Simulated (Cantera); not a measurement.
Standard-state values (1 bar) from the NASA 1993 polynomials, evaluated with Cantera. Values are per mole of reaction as written; species without (g) are pure solids or liquids, kept so even where they would boil at 1 bar.

O(g) + Pb → PbO(g), with ΔH° = -178.9 kJ and ΔS° = 14.1 J/K at 300 K.

Question: How far is the shortcut ΔG° ≈ ΔH°(300 K) − T·ΔS°(300 K) from the full temperature-dependent value at 600, 675, 750, 825, 900 K?

Answer: 
```json
[
 {"T (K)": "600", "shortcut (kJ)": "-187.4", "full (kJ)": "-185.6", "difference (kJ)": "-1.8", "difference in log10 K": "0.15", "condensed phases": "Pb(s)"},
 {"T (K)": "675", "shortcut (kJ)": "-188.4", "full (kJ)": "-185.2", "difference (kJ)": "-3.2", "difference in log10 K": "0.25", "condensed phases": "Pb(l)"},
 {"T (K)": "750", "shortcut (kJ)": "-189.5", "full (kJ)": "-184.6", "difference (kJ)": "-4.8", "difference in log10 K": "0.34", "condensed phases": "Pb(l)"},
 {"T (K)": "825", "shortcut (kJ)": "-190.5", "full (kJ)": "-184.0", "difference (kJ)": "-6.5", "difference in log10 K": "0.41", "condensed phases": "Pb(l)"},
 {"T (K)": "900", "shortcut (kJ)": "-191.6", "full (kJ)": "-183.3", "difference (kJ)": "-8.3", "difference in log10 K": "0.48", "condensed phases": "Pb(l)"}
]
```
The shortcut ignores heat capacities and the phase changes listed.
